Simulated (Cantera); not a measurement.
Cantera with NASA thermochemical tables; ideal gases at 1 bar, condensed phases pure. Values are per mole of reaction as written; species without (g) are pure solids or liquids, kept so even where they would boil at 1 bar.

2 Cu + Cl2(g) → 0.6667 Cu3Cl3(g), with ΔH° = -172.4 kJ and ΔS° = -3.0 J/K at 300 K.

### Question
How far is the shortcut ΔG° ≈ ΔH°(300 K) − T·ΔS°(300 K) from the full temperature-dependent value at 750, 800, 850, 900, 950, 1000, 1050, 1100, 1150, 1200, 1250 K?

### Answer
| T (K) | shortcut (kJ) | full (kJ) | difference (kJ) | difference in log10 K |
|---|---|---|---|---|
| 750 | -170.1 | -169.9 | -0.2 | 0.02 |
| 800 | -170.0 | -169.7 | -0.3 | 0.02 |
| 850 | -169.8 | -169.4 | -0.4 | 0.02 |
| 900 | -169.7 | -169.2 | -0.5 | 0.03 |
| 950 | -169.5 | -168.9 | -0.6 | 0.03 |
| 1000 | -169.4 | -168.6 | -0.7 | 0.04 |
| 1050 | -169.2 | -168.3 | -0.9 | 0.04 |
| 1100 | -169.1 | -168.0 | -1.0 | 0.05 |
| 1150 | -168.9 | -167.7 | -1.2 | 0.05 |
| 1200 | -168.8 | -167.3 | -1.4 | 0.06 |
| 1250 | -168.6 | -167.0 | -1.6 | 0.07 |
The shortcut ignores the heat-capacity change of the reaction.
